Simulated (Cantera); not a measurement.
# Ignition delay

Mixture: CH4 : O2 : N2 = 1 : 1.54 : 5.78 (molar parts), equivalence ratio 1.3, at 3.30 bar, adiabatic and at constant pressure. Ignition delay is the time to a rise of 400 K.

Computed with Cantera and GRI-Mech 3.0 (53 species, 325 reactions).

```csv
T0 (K),delay (ms)
1173,25.2
1248,9.38
1323,3.72
1398,1.57
1473,0.695
```

```json
{
 "apparent activation energy between 1323 and 1473 K": "180 kJ/mol"
}
```
